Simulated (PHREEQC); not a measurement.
Consider water at 20 °C with 6.7 mmol/kgw K2CO3, 0.41 mmol/kgw KNO3 and 0.22 mmol/kgw CO2. Closed to the air; pH follows from the charge balance.

Model: ion-association model, wateq4f.dat, run in PHREEQC.

Precipitation was switched off in this run.

Q: Predict the pH.

A: pH 10.93.

Q: In which forms is C present?

A: CO3-2 84 %, HCO3- 16 % of the C.
